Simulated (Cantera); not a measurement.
An isothermal, constant-pressure homogeneous reactor starts with 2.44 % H2, 97.6 % O2, equivalence ratio 0.013, at 1425 K and 0.00602 atm.

Detailed kinetics in Cantera: the H2/O2 subset of GRI-Mech 3.0, which has no nitrogen chemistry. Radical loss at walls, strong at low pressure, is not modelled.

One state of this run: x H2 = 7.39e-5; x O2 = 0.968; x H2O = 0.0234; x HO2 = 2.40e-7; x OH = 0.00191; x H2O2 = 7.28e-9; x H = 0.000276. x: mole fraction; the columns are a selection and need not sum to one.

### Question
Which value of t (s) does it belong to?
A) 1.31
B) 6.27
C) 4.78e-6
D) 0.000524

### Answer
A, 1.31
